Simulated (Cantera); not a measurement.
A closed system holds: 1 mol Si, 0.56 mol Cl2, 3.4 mol H2, equilibrated at 0.770 bar.

Method: chemical equilibrium by Gibbs-energy minimisation in Cantera with the NASA 1993 tables (ideal gas, pure condensed phases). Candidate condensed phases: Si; 19 gas species. Gases not in the tables: Si2H6 and higher silanes. The numbers say what is thermodynamically allowed, not how fast it happens.

### Question
Which condensed phases are stable at each of these points (T (K)): 823, 923, 1023, 1123, 1223, 1323, 1423, 1523, 1623, 1723?

### Answer
```csv
T (K),condensed phases,Si condensed (%)
823,Si(s),68.8
923,Si(s),69.2
1023,Si(s),69.9
1123,Si(s),70.9
1223,Si(s),72.1
1323,Si(s),72.8
1423,Si(s),72.5
1523,Si(s),71.5
1623,Si(s),70.5
1723,Si(l),70.3
```

From 823 K to 1623 K the condensed part is Si(s). At 1723 K the condensed part is Si(l).
